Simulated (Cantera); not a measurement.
Input: 1 mol AlN, 0.13 mol O2, 46 mol N2, held at 1.50 Pa.

These are equilibrium values from Cantera (NASA tables, ideal gas, pure condensed phases), not measurements of a reactor. Candidate condensed phases: Al, AlN, Al2O3; 16 gas species. Equilibrium is a limit: real reactors are often held back by kinetics, nucleation or transport.

Q: At 1650 K, list the 3 most abundant gas species with their mole fractions, and the condensed phases.

A: N2 0.983, Al 0.0148, Al2O 0.00204. Condensed: Al2O3(s).
